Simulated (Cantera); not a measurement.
An isothermal, constant-pressure homogeneous reactor starts with N2O : N2 = 1 : 3.9 (molar parts), at 1600 K and 0.133 bar. Integrator tolerance rtol = 1e-08.

Detailed kinetics in Cantera: GRI-Mech 3.0 (53 species, 325 reactions). GRI-Mech 3.0 was tuned for natural gas; its chemistry of N2O as a main component is partial and can be far from experiment. The temperature is held fixed by assumption; the heat of reaction is taken as removed at once.

Q: What does this change do: 0.038 parts H2O added?

A: 
```tsv
quantity	before	after
x(N2O) at 200 s	7.20e-7 (gas-phase equilibrium 3.23e-8)	4.36e-7 (gas-phase equilibrium 3.19e-8)
x(N2) at 200 s	0.885 (gas-phase equilibrium 0.907)	0.883 (gas-phase equilibrium 0.900)
x(O2) at 200 s	0.0697 (gas-phase equilibrium 0.0919)	0.0739 (gas-phase equilibrium 0.0912)
x(NO2) at 200 s	3.85e-5 (gas-phase equilibrium 1.34e-6)	3.12e-5 (gas-phase equilibrium 1.32e-6)
x(NO) at 200 s	0.0456 (gas-phase equilibrium 0.00138)	0.0359 (gas-phase equilibrium 0.00137)
```

Q: What does this change do: pressure from 0.133 bar to 1.00 bar?

A: 
```json
[
 {"quantity": "x(N2O) at 200 s", "before": "7.20e-7 (gas-phase equilibrium 3.23e-8)", "after": "3.13e-7 (gas-phase equilibrium 8.83e-8)"},
 {"quantity": "x(N2) at 200 s", "before": "0.885 (gas-phase equilibrium 0.907)", "after": "0.895 (gas-phase equilibrium 0.907)"},
 {"quantity": "x(O2) at 200 s", "before": "0.0697 (gas-phase equilibrium 0.0919)", "after": "0.0798 (gas-phase equilibrium 0.0919)"},
 {"quantity": "x(NO2) at 200 s", "before": "3.85e-5 (gas-phase equilibrium 1.34e-6)", "after": "6.30e-5 (gas-phase equilibrium 3.66e-6)"},
 {"quantity": "x(NO) at 200 s", "before": "0.0456 (gas-phase equilibrium 0.00138)", "after": "0.0254 (gas-phase equilibrium 0.00138)"}
]
```
